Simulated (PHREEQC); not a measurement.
Make-up at 20 °C: 0.057 mol TMAH and 3.6e-05 mol H4SiO4 per kg of water. Closed to the air; pH follows from the charge balance.

Model: ion-association model, phreeqc.dat, run in PHREEQC.

Q: The ionic strength comes out as 0.0570 mol/kgw. What activity coefficients do OH-, H3SiO4-, H2SiO4-2 get?

A: OH- 0.80, H3SiO4- 0.81, H2SiO4-2 0.46.

Precipitation was switched off in this run. Species that the database lacks are ignored. (CH3)4N+ isn't in the database: it is added as a free cation with an ion size of 4 Å.
